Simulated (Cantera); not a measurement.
Input (Python, Cantera) and output of one run.

```python
import numpy as np
import cantera as ct

gas_names = """
    B BH BH2 BH3 BN BO BO2 B2 B2O B2O2 B2O3 B3O3H3 H HBO HBO2 HNO HNO2 HNO3 HO2 H2 H2O H2O2 H3B3O6 N NH
    NH2 NH3 NH2OH NO NO2 NO3 N2 N2H2 N2H4 N2O O OH O2 O3
""".split()
cond_names = """
    B(b) B(L) BN(s) B2O3(L) B3O3H3(cr) H2O(s) H2O(L)
""".split()


# ... load() reads the species with a 1 bar reference pressure and builds the phases ...
atoms = {
    'B2O3': {'B': 2, 'O': 3},
    'N2': {'N': 2},
    'H2': {'H': 2},
}
top_T = {'BN(s)': 3200}  # K; cautious upper limits of use, not melting points


# ... equilibrate(T, P, feed) seeds the gas with the atoms and calls Mixture.equilibrate('TP', solver="vcs", rtol=1e-11, max_steps=5000) ...
results = []
feed = {'B2O3': 1, 'N2': 1, 'H2': 4.6}  # mol
P = 100000  # Pa
for T in [1900, 1975, 2050, 2125, 2200, 2275, 2350]:
    mix = equilibrate(T, P, feed)
    results.append((T, P, feed, dict(zip(mix.species_names, mix.species_moles))))
    x = sorted(zip(gas.X, gas.species_names), reverse=True)
    print(f"T = {T:g} K  P = {P:g} Pa  gas = {mix.phase_moles(0):.4g} mol")
    print("   x: " + "  ".join(f"{s} {v:.3e}" for v, s in x if v > 0.0001))
    print("   condensed (mol): " + ("  ".join(f"{mix.phase(i).name} {mix.phase_moles(i):.4g}"
          for i in range(1, mix.n_phases) if mix.phase_moles(i) > 1e-12) or "none"))
```

It prints:

```
T = 1900 K  P = 100000 Pa  gas = 5.808 mol
   x: H2 7.681e-01  N2 1.721e-01  HBO 2.108e-02  HBO2 2.022e-02  B2O3 1.274e-02  H2O 2.840e-03  B2O2 1.845e-03  H 6.955e-04  BO 3.058e-04
   condensed (mol): BN(s) 0.001288  B2O3(L) 0.7934
T = 1975 K  P = 100000 Pa  gas = 6.025 mol
   x: H2 7.252e-01  N2 1.660e-01  HBO2 3.465e-02  HBO 3.298e-02  B2O3 3.108e-02  B2O2 4.243e-03  H2O 3.875e-03  H 1.165e-03  BO 7.877e-04
   condensed (mol): B2O3(L) 0.5806
T = 2050 K  P = 100000 Pa  gas = 6.469 mol
   x: H2 6.529e-01  N2 1.546e-01  B2O3 7.074e-02  HBO2 5.670e-02  HBO 4.751e-02  B2O2 8.751e-03  H2O 5.127e-03  BO 1.847e-03  H 1.833e-03
   condensed (mol): B2O3(L) 0.1423
T = 2125 K  P = 100000 Pa  gas = 6.62 mol
   x: H2 6.287e-01  N2 1.511e-01  B2O3 8.090e-02  HBO2 6.379e-02  HBO 5.294e-02  B2O2 1.018e-02  H2O 6.330e-03  BO 3.140e-03  H 2.879e-03
   condensed (mol): none
T = 2200 K  P = 100000 Pa  gas = 6.631 mol
   x: H2 6.234e-01  N2 1.508e-01  B2O3 7.769e-02  HBO2 6.537e-02  HBO 5.547e-02  B2O2 1.025e-02  H2O 7.669e-03  BO 4.808e-03  H 4.447e-03
   condensed (mol): none
T = 2275 K  P = 100000 Pa  gas = 6.646 mol
   x: H2 6.174e-01  N2 1.505e-01  B2O3 7.441e-02  HBO2 6.673e-02  HBO 5.766e-02  B2O2 1.022e-02  H2O 9.181e-03  BO 7.124e-03  H 6.671e-03  BO2 1.350e-04
   condensed (mol): none
T = 2350 K  P = 100000 Pa  gas = 6.667 mol
   x: H2 6.105e-01  N2 1.500e-01  B2O3 7.101e-02  HBO2 6.784e-02  HBO 5.942e-02  H2O 1.088e-02  BO 1.024e-02  B2O2 1.010e-02  H 9.745e-03  BO2 2.245e-04
   condensed (mol): none
```

These are equilibrium values from Cantera (NASA tables, ideal gas, pure condensed phases), not measurements of a reactor. Mutual solubility and eutectic melting of coexisting phases are not modelled.
